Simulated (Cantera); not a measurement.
An isothermal, constant-pressure homogeneous reactor starts with CH4 : H2 = 1 : 96 (molar parts), at 1550 K and 0.296 atm. Integrator tolerance rtol = 1e-08.

Detailed kinetics in Cantera: GRI-Mech 3.0 (53 species, 325 reactions). GRI-Mech 3.0 stops at C3 and has no aromatics, soot or wall deposition, so with more carbon than oxygen in the feed, carbon stays in small species such as C2H2 where larger ones or solid carbon would form.

**Question.** What does this change do: temperature 1550 to 1125 K?

**Answer.** 
```csv
quantity,before,after
x(CH4) at 10.0 s,0.00713 (gas-phase equilibrium 0.00639),0.0103 (gas-phase equilibrium 0.0103)
x(H2) at 10.0 s,0.991 (gas-phase equilibrium 0.992),0.990 (gas-phase equilibrium 0.990)
x(CH3) at 10.0 s,8.36e-6 (gas-phase equilibrium 7.53e-6),1.51e-8 (gas-phase equilibrium 1.57e-8)
x(C2H) at 10.0 s,2.19e-10 (gas-phase equilibrium 2.72e-10),<1e-12 (gas-phase equilibrium <1e-12)
x(CH2) at 10.0 s,4.25e-10 (gas-phase equilibrium 3.86e-10),<1e-12 (gas-phase equilibrium <1e-12)
```

**Question.** What does this change do: CH4 1 to 0.54 parts?

**Answer.** 
| quantity | before | after |
|---|---|---|
| x(CH4) at 10.0 s | 0.00713 (gas-phase equilibrium 0.00639) | 0.00446 (gas-phase equilibrium 0.00404) |
| x(H2) at 10.0 s | 0.991 (gas-phase equilibrium 0.992) | 0.995 (gas-phase equilibrium 0.995) |
| x(CH3) at 10.0 s | 8.36e-6 (gas-phase equilibrium 7.53e-6) | 5.23e-6 (gas-phase equilibrium 4.76e-6) |
| x(C2H) at 10.0 s | 2.19e-10 (gas-phase equilibrium 2.72e-10) | 7.80e-11 (gas-phase equilibrium 1.08e-10) |
| x(CH2) at 10.0 s | 4.25e-10 (gas-phase equilibrium 3.86e-10) | 2.66e-10 (gas-phase equilibrium 2.43e-10) |
